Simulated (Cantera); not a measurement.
Charge: 1 mol SiCl4, 1.1 mol Cl2, 0.33 mol H2, equilibrated at 575 °C and 750 Torr.

Equilibrium computed with Cantera from the NASA thermochemical tables; the gas is ideal and each condensed phase is pure. Candidate condensed phases: Si; 19 gas species. The numbers say what is thermodynamically allowed, not how fast it happens.

Task: What is the equilibrium state?

Result: 
| Property | Value |
|---|---|
| x(SiCl4) | 0.412 |
| x(Cl2) | 0.317 |
| x(HCl) | 0.272 |
| x(Cl) | 1.51e-5 |
| gas amount | 2.430 mol |
| log10 activity of Si(s) (absent) | -33.29 |
